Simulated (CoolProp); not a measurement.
Vapour-liquid equilibrium of R152A (1) + n-butane (2) at 39.75 °C; x and y are mole fractions of (1).

Model: multi-fluid Helmholtz-energy mixture model, Outcalt 1996 and Bücker 2006; pair parameters Bell 2016, in CoolProp.

| x | bubble pressure (bar) | y at the bubble point | dew pressure at overall composition x (bar) | liquid density (mol/L) |
|---|---|---|---|---|
| 0.05 | 4.846 | 0.237 | 3.948 | 9.633 |
| 0.2 | 6.924 | 0.503 | 4.640 | 9.899 |
| 0.35 | 8.001 | 0.605 | 5.584 | 10.22 |
| 0.5 | 8.638 | 0.671 | 6.892 | 10.63 |
| 0.65 | 9.059 | 0.735 | 8.449 | 11.15 |
| 0.8 | 9.291 | 0.815 | 9.271 | 11.83 |
| 0.95 | 9.195 | 0.939 | 9.169 | 12.69 |

y crosses x between x = 0.8 and 0.95: the model has an azeotrope there.

Pair parameters are fitted to limited data, so mixtures are less certain than the pure fluids.
